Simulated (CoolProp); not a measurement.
A single-stage vapour-compression cycle with chlorine: evaporating at 198.15 K (dew point), condensing at 239.15 K (bubble point), superheat 2 K, subcooling 2 K, compressor efficiency 0.8, no pressure losses. Each further row changes one setting.

Model: reference Helmholtz-energy equation of state, Thol 2021, in CoolProp.

```json
[
 {"case": "as stated", "cooling COP": "3.11", "pressure ratio": "9.36", "discharge temperature (K)": "385.8", "refrigerating effect (kJ/kg)": "273", "volumetric capacity (kJ/m³)": "126"},
 {"case": "evaporating temperature 203.15 K", "cooling COP": "3.75", "pressure ratio": "6.74", "discharge temperature (K)": "361.1", "refrigerating effect (kJ/kg)": "275", "volumetric capacity (kJ/m³)": "173"},
 {"case": "condensing temperature 234.15 K", "cooling COP": "3.63", "pressure ratio": "7.47", "discharge temperature (K)": "363.0", "refrigerating effect (kJ/kg)": "278", "volumetric capacity (kJ/m³)": "129"},
 {"case": "subcooling 7 K", "cooling COP": "…", "pressure ratio": "9.36", "discharge temperature (K)": "385.8", "refrigerating effect (kJ/kg)": "278", "volumetric capacity (kJ/m³)": "129"},
 {"case": "superheat 12 K", "cooling COP": "3.02", "pressure ratio": "9.36", "discharge temperature (K)": "…", "refrigerating effect (kJ/kg)": "278", "volumetric capacity (kJ/m³)": "…"},
 {"case": "compressor efficiency 0.7", "cooling COP": "2.72", "pressure ratio": "9.36", "discharge temperature (K)": "410.8", "refrigerating effect (kJ/kg)": "273", "volumetric capacity (kJ/m³)": "126"}
]
```

### Question
What belongs in the gaps?

### Answer

- subcooling 7 K, cooling COP: 3.16
- superheat 12 K, discharge temperature (K): 403.3
- superheat 12 K, volumetric capacity (kJ/m³): 122
